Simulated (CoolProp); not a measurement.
Vapour-liquid equilibrium of fluoroethane (R161) (1) + R1234yf (2) at 0.221 bar; x and y are mole fractions of (1).

Computed with CoolProp (multi-fluid Helmholtz-energy mixture model, Wu 2012 and Lemmon 2022; pair parameters Bell 2016).

Q: Give the bubble temperature and the first vapour's composition at x = 0.2, 0.65, 0.95. Is there an azeotrope?

A: x = 0.2: -61.5 °C, y = 0.299; x = 0.65: -64.8 °C, y = 0.729; x = 0.95: -66.0 °C, y = 0.959. No azeotrope shows between x = 0.05 and 0.95.

The pair parameters rest on a limited set of measurements; away from them the model extrapolates.
